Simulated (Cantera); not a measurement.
Cantera run, input and output.

```python
import numpy as np
import cantera as ct

gas = ct.Solution("gri30.yaml")
gas.TPX = 1050, 13332, {'H2': 0.89, 'O2': 1, 'N2': 1.7}
reactor = ct.IdealGasConstPressureReactor(gas, energy="off", clone=False)
net = ct.ReactorNet([reactor])
net.rtol, net.atol = 1e-08, 1e-18
show = ['H2', 'O2', 'HO2', 'N2O', 'H']
times = np.geomspace(9e-05, 6, 11)

steps = ct.SolutionArray(gas, extra=["t"])
rows = []
print(f"{'t/s':>10s}{'T/K':>9s}{'P/Pa':>11s}" + "".join(f"{s:>11s}" for s in show))
for t in times:
    while net.time < t:
        t_next = net.step()
        steps.append(gas.state, t=t_next)
    rows.append([np.interp(t, steps.t, y) for y in (steps.T, steps.P, *steps(*show).X.T)])
    print(f"{t:10.3e}{rows[-1][0]:9.1f}{rows[-1][1]:11.4g}" + "".join(f"{x:11.3e}" for x in rows[-1][2:]))
rate = np.gradient(steps.T, steps.t)
print("integrator steps:", len(steps.t))
if steps.T.max() > steps.T[0] + 200:
    print(f"time of steepest temperature rise: {steps.t[rate.argmax()]:.4e} s")
gas.TPX = 1050, 13332, {'H2': 0.89, 'O2': 1, 'N2': 1.7}
gas.equilibrate("TP")
print(f"equilibrium (TP): T = {gas.T:.1f} K  " + "  ".join(f"{s} {gas[s].X[0]:.3e}" for s in show))
```

Result:

```
       t/s      T/K       P/Pa         H2         O2        HO2        N2O          H
 9.000e-05   1050.0  1.333e+04  2.479e-01  2.786e-01  3.262e-09  1.451e-16  1.376e-08
 2.733e-04   1050.0  1.333e+04  2.479e-01  2.785e-01  1.215e-06  1.724e-13  1.451e-05
 8.299e-04   1050.0  1.333e+04  1.407e-02  1.799e-01  4.767e-05  8.461e-09  1.562e-02
 2.520e-03   1050.0  1.333e+04  1.061e-03  1.767e-01  2.164e-05  1.433e-08  6.934e-05
 7.653e-03   1050.0  1.333e+04  1.662e-04  1.765e-01  5.780e-06  1.568e-08  3.129e-06
 2.324e-02   1050.0  1.333e+04  1.896e-05  1.765e-01  9.449e-07  1.623e-08  1.673e-07
 7.056e-02   1050.0  1.333e+04  1.428e-06  1.765e-01  1.343e-07  1.648e-08  9.340e-09
 2.143e-01   1050.0  1.333e+04  1.232e-07  1.765e-01  2.726e-08  1.662e-08  8.573e-10
 6.507e-01   1050.0  1.333e+04  2.514e-08  1.765e-01  7.723e-09  1.670e-08  1.223e-10
 1.976e+00   1050.0  1.333e+04  7.115e-09  1.765e-01  2.739e-09  1.671e-08  2.078e-11
 6.000e+00   1050.0  1.333e+04  2.276e-09  1.765e-01  1.527e-09  1.655e-08  3.960e-12
integrator steps: 1729
equilibrium (TP): T = 1050.0 K  H2 6.718e-10  O2 1.764e-01  HO2 1.779e-09  N2O 9.553e-10  H 5.795e-13
```

Computed with Cantera and GRI-Mech 3.0 (53 species, 325 reactions). The temperature is held fixed by assumption; the heat of reaction is taken as removed at once.
